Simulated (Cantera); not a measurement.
Input: 1 mol C3H8, 63 mol H2, at 72800 Torr.

Cantera equilibrium calculation (NASA polynomials, part measured and part estimated; ideal gas, pure solids and liquids). Candidate condensed phases: C, C6H6, C7H8, C8H18; 86 gas species. Ions and electrons are included (thermal ionisation). The ideal-gas law is rough above about 30 bar. Equilibrium is a limit: real reactors are often held back by kinetics, nucleation or transport.

**Question.** At 2250 K, list the 4 most abundant gas species with their mole fractions, and the condensed phases.

**Answer.** H2 0.973, CH4 0.0217, C2H2 (acetylene) 0.00326, H 0.000744. Condensed: C(graphite).
